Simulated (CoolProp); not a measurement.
A single-stage vapour-compression cycle with C3F8 (R218): evaporating at 277.15 K (dew point), condensing at 328.15 K (bubble point), superheat 10 K, subcooling 0 K, compressor efficiency 0.8, no pressure losses. Each further row changes one setting.

Values from CoolProp's reference Helmholtz-energy equation of state, Lemmon 2006. It is a short technical equation, of lower accuracy than the large ones.

```csv
case,cooling COP,pressure ratio,discharge temperature (K),refrigerating effect (kJ/kg),volumetric capacity (kJ/m³)
as stated,2.05,3.85,329.1,34.7,1480
evaporating temperature 282.15 K,?,?,329.9,37.8,1880
condensing temperature 323.15 K,?,3.44,?,41.7,1770
subcooling 5 K,2.47,3.85,329.1,42.0,1790
superheat 20 K,2.35,3.85,?,43.2,?
compressor efficiency 0.7,1.79,3.85,330.9,34.7,1480
```

Task: Fill in the missing entries.

Result: 
- evaporating temperature 282.15 K, cooling COP: 2.51
- evaporating temperature 282.15 K, pressure ratio: 3.30
- condensing temperature 323.15 K, cooling COP: 2.64
- condensing temperature 323.15 K, discharge temperature (K): 324.3
- superheat 20 K, discharge temperature (K): 336.8
- superheat 20 K, volumetric capacity (kJ/m³): 1740
